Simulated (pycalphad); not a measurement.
Computed with pycalphad from the COST 507 light-alloy database (1999), at 1 atm. The database dates from 1999; later assessments differ in places, in temperatures and in the compounds included. Diffusion is slow at the low end, where real alloys seldom reach equilibrium.

Molar enthalpy of Ti-4.4B (at.%) in equilibrium (SER reference):

```csv
T (K),H (kJ/mol),phases
2850,106.78,liquid
2700,99.94,liquid
2550,93.09,liquid
2400,86.25,liquid
2250,79.40,liquid
2100,72.56,liquid
1950,65.71,liquid
1900,63.43,liquid
1800,42.69,bcc + BM
1750,40.93,bcc + BM
1650,37.50,bcc + BM
1500,32.57,bcc + BM
1350,27.88,bcc + BM
1200,23.36,bcc + BM
1050,14.72,hcp + BM
900,9.87,hcp + BM
750,5.23,hcp + BM
600,0.80,hcp + BM
```

Cooling from 1900 K to 1800 K, across the freezing range, releases 20.7 kJ/mol, or 449 J/g. The slope is 46 J/(mol K) in the liquid and 35 J/(mol K) just below the solidus, where it includes any heat of precipitation. Liquidus 1853 K, solidus 1814 K. Changes were sought between steps of 50 K, so a narrower field can be missed.

Database names, with the compositions (at.%) that they take in these runs: BM: Ti 50 B 50.
